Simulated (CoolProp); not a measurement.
Vapour-liquid equilibrium of R134a (1) + R141b (2) at 0.0434 MPa; x and y are mole fractions of (1).

Computed with CoolProp (multi-fluid Helmholtz-energy mixture model, Tillner-Roth 1994 and Lemmon 2006; pair parameters Bell 2016).

```tsv
x	bubble temperature, mixture model (K)	bubble temperature, Raoult's law (K)	y, mixture model	y, Raoult's law
0.05	269.6	274.3	0.473	0.352
0.15	254.4	262.3	0.776	0.672
0.25	246.5	254.4	0.870	0.808
0.35	241.7	248.7	0.912	0.879
0.45	238.7	244.2	0.934	0.921
0.55	236.5	240.6	0.949	0.948
0.65	234.9	237.7	0.959	0.966
0.75	233.5	235.1	0.969	0.980
0.85	232.2	232.9	0.979	0.989
0.95	230.8	230.9	0.992	0.997
```

The largest gap from Raoult's law is -7.9 K in bubble temperature, at x = 0.25. No azeotrope shows between x = 0.05 and 0.95.

The pair parameters rest on a limited set of measurements; away from them the model extrapolates.
